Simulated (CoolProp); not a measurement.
Properties of R227EA along the isobar 151 bar (Tc = 374.9 K, pc = 29.25 bar, ω = 0.358).

Model: reference Helmholtz-energy equation of state, Lemmon 2016, in CoolProp.

```tsv
T (K)	phase	Joule-Thomson coefficient (K/MPa)	isothermal compressibility (1/MPa)	expansivity (1/kK)	conductivity (mW/(m K))	Prandtl number	fugacity coefficient
284.9	liquid	-0.2654	0.002562	1.973	70.4	5.73	0.03655
303.4	liquid	-0.2191	0.003231	?	66.6	5.09	0.06120
321.9	liquid	-0.1632	0.004121	2.290	62.9	4.56	0.09443
340.4	liquid	-0.09472	0.005320	2.497	59.4	4.12	0.1362
358.9	liquid	-0.01055	0.006949	?	56.1	3.73	0.1858
377.5	supercritical	0.09329	0.009173	3.021	53.1	3.38	0.2422
396	supercritical	0.2185	0.01214	3.326	50.6	3.04	0.3028
414.5	supercritical	0.3664	0.01602	?	48.4	2.72	0.3659
433	supercritical	0.5329	0.02086	3.927	46.7	2.41	0.4296
451.5	supercritical	0.7048	0.02642	4.137	45.5	2.13	0.4918
470	supercritical	0.8619	?	4.223	44.5	1.88	0.5512
```

**Question.** Fill in the missing entries.

**Answer.** 
- 303.4, expansivity (1/kK): 2.117
- 358.9, expansivity (1/kK): 2.741
- 414.5, expansivity (1/kK): 3.639
- 470, isothermal compressibility (1/MPa): 0.03220

Viscosity comes from a separate model (Huber 2003), an estimate that may be off by 10 % or more. Thermal conductivity comes from a separate model (Huber 2003), an estimate that may be off by 10 % or more.
